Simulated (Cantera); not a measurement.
Feed: 1 mol CO2, 0.064 mol SO2, 0.3 mol O2, 0.51 mol H2O, equilibrated at 3223 K and 1 atm.

Equilibrium computed with Cantera from the NASA thermochemical tables; the gas is ideal and each condensed phase is pure. Candidate condensed phases: C, C6H6, C7H8, C8H18, H2O, H2SO4, S; 123 gas species. Rates play no part.

Base state: CO 0.246, O2 0.198, CO2 0.156, H2O 0.116, O 0.102, OH 0.0876, H 0.0453, H2 0.0233 (mole fractions); condensed: gas only.

**Question.** What changes in the equilibrium state with this change: O2 from 0.3 to 6 mol?

**Answer.** 
```tsv
species	before	after
O2	0.198	0.610
O	0.102	0.179
CO2	0.156	0.0597
CO	0.246	0.0536
H2	0.0233	0.00255
H2O	0.116	0.0222
SO2	0.0192	0.00609
H	0.0453	0.0150
OH	0.0876	0.0509
SH	4.90e-5	1.67e-6
S	0.000390	4.02e-5
SO	0.00617	0.00112
HO2	6.39e-5	6.52e-5
```
